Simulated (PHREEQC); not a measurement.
A PHREEQC speciation (ion-association model, phreeqc.dat) at 70 °C gives pH 2.68 and these molalities:

```csv
species,mol/kgw
HF,0.0155
F-,0.00223
H+,0.00223
Zn+2,0.000500
SO4-2,0.000346
HSO4-,0.000173
HF2-,0.000151
ZnSO4,3.03e-5
ZnF+,1.91e-5
Zn(SO4)2-2,6.35e-8
```

Problem. What are the element totals, and what could have been dissolved in 1 kg of water to give them?

Solution. One answer among several that fit: totals F 0.0180, S(6) 0.000550, Zn 0.000550 mol/kgw, from 0.018 mol/kgw HF and 0.00055 mol/kgw ZnSO4.

No solid was allowed to form. Species that the database lacks are ignored. Constants without temperature data keep their 25 °C values here.
